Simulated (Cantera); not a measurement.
An isothermal, constant-pressure homogeneous reactor starts with 5.68 % CH4, 90.6 % H2, 3.69 % H, at 2698 K and 10.00 Torr.

Model: GRI-Mech 3.0 (53 species, 325 reactions), integrated in Cantera. GRI-Mech 3.0 stops at C3 and has no aromatics, soot or wall deposition, so with more carbon than oxygen in the feed, carbon stays in small species such as C2H2 where larger ones or solid carbon would form. Radical loss at walls, strong at low pressure, is not modelled.

One state of this run: x CH4 = 6.41e-7; x H2 = 0.597; x H = 0.380; x CH2 = 7.59e-6; x C2H6 = <1e-12. x: mole fraction; the columns are a selection and need not sum to one.

### Question
Which value of t (s) does it belong to?
A) 0.000200
B) 7.25
C) 0.0102
D) 0.0381

### Answer
B, 7.25
